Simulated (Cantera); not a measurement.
Charge: 1 mol Ta2O5, 140 mol H2, equilibrated at 2173.15 K and 0.00133 bar.

These are equilibrium values from Cantera (NASA tables, ideal gas, pure condensed phases), not measurements of a reactor. Candidate condensed phases: H2O, Ta, Ta2O5; 12 gas species. Kinetics and transport are ignored.

Base state: H2 0.863, H 0.123, TaO2 0.00799, H2O 0.00525, TaO 0.000911, OH 0.000100, O 1.00e-5 (mole fractions); condensed: Ta2O5(l).

**Question.** What changes in the equilibrium state with this change: pressure from 0.00133 bar to 0.0133 bar?

**Answer.** 
| species | before | after |
|---|---|---|
| H2 | 0.863 | 0.955 |
| H | 0.123 | 0.0409 |
| H2O | 0.00525 | 0.00324 |
| TaO2 | 0.00799 | 0.00107 |
| O | 1.00e-5 | 5.57e-7 |
| OH | 0.000100 | 1.86e-5 |
| TaO | 0.000911 | 0.000219 |
| Ta2O5(l), mol | 0.330 | 0.839 |
| Ta(s), mol | 0 | 0.137 |
Mutual solubility and eutectic melting of coexisting phases are not modelled. Condensed phases not in the tables: N, O or C dissolved in the metal.
